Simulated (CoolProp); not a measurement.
The numbers come from the reference Helmholtz-energy equation of state, Tillner-Roth 1997 in CoolProp.

For CH2F2 (R32), give the phase and the speed of sound (m/s), Prandtl number at 349.5 K and 1.01 bar; 392.2 K and 1.01 bar; 420.7 K and 1.01 bar.


- 349.5 K and 1.01 bar: gas; speed of sound 259, Prandtl number 0.801
- 392.2 K and 1.01 bar: gas; speed of sound 273, Prandtl number 0.778
- 420.7 K and 1.01 bar: gas; speed of sound 282, Prandtl number 0.763

Viscosity comes from a separate model (Bell 2016), an estimate that may be off by 10 % or more. Thermal conductivity comes from a separate model (Huber 2003), an estimate that may be off by 10 % or more.
